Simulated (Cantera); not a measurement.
An isothermal, constant-pressure homogeneous reactor starts with 41.5 % H₂, 24.4 % O₂, 34.1 % N₂, equivalence ratio 0.85, at 1400 K and 173 Torr.

Computed with Cantera and the H2/O2 subset of GRI-Mech 3.0, which has no nitrogen chemistry. The temperature is held fixed by assumption; the heat of reaction is taken as removed at once.

One state of this run: x H₂ = 0.00361; x O₂ = 0.0470; x OH = 0.00263; x H = 0.000858; x HO₂ = 1.28e-5; x H₂O₂ = 1.42e-6; x H₂O = 0.516. x: mole fraction; the columns are a selection and need not sum to one.

Question: Which value of t (s) does it belong to?
(A) 0.00143
(B) 0.155
(C) 0.0325
(D) 3.52

Answer: A, 0.00143
